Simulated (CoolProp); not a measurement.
Vapour-liquid equilibrium of R124 (1) + R142b (2) at -47.85 °C; x and y are mole fractions of (1).

Model: multi-fluid Helmholtz-energy mixture model, de Vries 1995 and Lemmon 2006; pair parameters Bell 2016, in CoolProp.

```tsv
x	bubble pressure, mixture model (MPa)	bubble pressure, Raoult's law (MPa)	y, mixture model	y, Raoult's law
0.05	0.01533	0.01537	0.052	0.055
0.2	0.01541	0.01561	0.206	0.216
0.35	0.01551	0.01585	0.361	0.373
0.5	0.01566	0.01608	0.518	0.525
0.65	0.01589	0.01632	0.674	0.672
0.8	0.01622	0.01656	0.824	0.815
0.95	0.01669	0.01679	0.960	0.954
```

The largest gap from Raoult's law is -2.6 % in bubble pressure, at x = 0.65. No azeotrope shows between x = 0.05 and 0.95.

The pair parameters rest on a limited set of measurements; away from them the model extrapolates.
